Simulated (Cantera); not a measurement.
Input (Python, Cantera):

```python
import numpy as np
import cantera as ct

gas = ct.Solution("gri30.yaml")
gas.TPX = 1300, 1400, {'H2': 0.022, 'O2': 1, 'N2': 0.28}
inlet = ct.Reservoir(gas, clone=True)

reactor = ct.IdealGasConstPressureReactor(gas, energy="off", clone=False)
exhaust = ct.Reservoir(gas, clone=True)
tau = [0.99, 0.5, 0.26, 0.13, 0.066, 0.034, 0.017, 0.0088, 0.0045, 0.0023][0]
for a, b in ((inlet, reactor), (reactor, exhaust)):
    ct.MassFlowController(a, b, mdot=lambda t: reactor.mass / tau)
net = ct.ReactorNet([reactor])
show = ['H2', 'O2', 'NO', 'H2O2', 'N2O', 'NO2']

rows = []
print(f"{'tau/s':>10s}{'T/K':>9s}" + "".join(f"{s:>11s}" for s in show))
for tau in [0.99, 0.5, 0.26, 0.13, 0.066, 0.034, 0.017, 0.0088, 0.0045, 0.0023]:
    net.initial_time = 0.0
    net.advance(30 * tau)
    before = gas.X
    net.advance(40 * tau)
    drift = np.max(np.abs(gas.X - before) / (gas.X + 1e-9))
    rows.append([gas.T, *gas[show].X, drift])
    print(f"{tau:10.3e}{gas.T:9.1f}" + "".join(f"{x:11.3e}" for x in gas[show].X))
```

Result:

```
     tau/s      T/K         H2         O2         NO       H2O2        N2O        NO2
 9.900e-01   1300.0  5.984e-05  7.628e-01  5.256e-08  1.859e-08  6.601e-09  5.787e-12
 5.000e-01   1300.0  8.748e-05  7.615e-01  5.133e-08  2.102e-08  6.089e-09  4.781e-12
 2.600e-01   1300.0  1.246e-04  7.600e-01  4.951e-08  2.316e-08  5.579e-09  3.977e-12
 1.300e-01   1300.0  1.806e-04  7.582e-01  4.419e-08  2.529e-08  5.006e-09  3.098e-12
 6.600e-02   1300.0  2.630e-04  7.565e-01  3.510e-08  2.749e-08  4.383e-09  2.204e-12
 3.400e-02   1300.0  3.932e-04  7.553e-01  2.472e-08  3.026e-08  3.665e-09  1.418e-12
 1.700e-02   1300.0  6.310e-04  7.546e-01  1.529e-08  3.458e-08  2.792e-09  8.052e-13
 8.800e-03   1300.0  1.036e-03  7.545e-01  8.887e-09  4.075e-08  1.930e-09  4.309e-13
 4.500e-03   1300.0  1.768e-03  7.550e-01  4.704e-09  4.934e-08  1.166e-09  2.090e-13
 2.300e-03   1300.0  3.053e-03  7.560e-01  2.209e-09  5.892e-08  6.124e-10  9.048e-14
```

Computed with Cantera and GRI-Mech 3.0 (53 species, 325 reactions). Radical loss at walls, strong at low pressure, is not modelled.
